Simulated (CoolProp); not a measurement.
R142b along the isotherm 330.7 K: Z from the reference equation and from simpler models built on Tc = 410.3 K, pc = 4.055 MPa, ω = 0.232; each cubic takes its own stable root.

The numbers come from the reference Helmholtz-energy equation of state, Lemmon 2006 in CoolProp. It is a short technical equation, of lower accuracy than the large ones.

```tsv
p (MPa)	phase	reference	van der Waals	Redlich-Kwong	Soave-Redlich-Kwong	Peng-Robinson
0.38	gas	0.9293	0.9516	0.9384	0.9340	0.9296
0.76	gas	0.8450	0.8979	0.8693	0.8587	0.8502
1.14	liquid	0.04068	0.8368	0.04829	0.04612	0.04064
1.52	liquid	0.05413	0.7637	0.06403	0.06125	0.05400
1.9	liquid	0.06751	0.1128	0.07963	0.07627	0.06728
2.28	liquid	0.08085	0.1342	0.09508	0.09119	0.08047
2.66	liquid	0.09413	0.1554	0.1104	0.1060	0.09358
3.04	liquid	0.1074	0.1762	0.1256	0.1207	0.1066
3.42	liquid	0.1206	0.1969	0.1407	(withheld)	0.1196
3.8	liquid	0.1337	0.2174	0.1556	0.1499	0.1325
4.18	liquid	0.1468	(withheld)	0.1705	0.1644	0.1453
4.56	liquid	0.1598	(withheld)	0.1853	0.1788	0.1581
4.94	liquid	0.1728	0.2778	0.1999	0.1931	0.1708
5.32	liquid	0.1858	0.2977	0.2145	0.2073	0.1835
5.7	liquid	(withheld)	0.3174	0.2290	0.2215	0.1960
6.08	liquid	0.2116	0.3370	0.2434	0.2356	0.2086
```

Problem. Complete the blanks.

Solution. 
- 3.42, Soave-Redlich-Kwong: 0.1354
- 4.18, van der Waals: 0.2377
- 4.56, van der Waals: 0.2579
- 5.7, reference: 0.1987

At some of these states van der Waals gives the other phase, because its saturation line lies elsewhere.
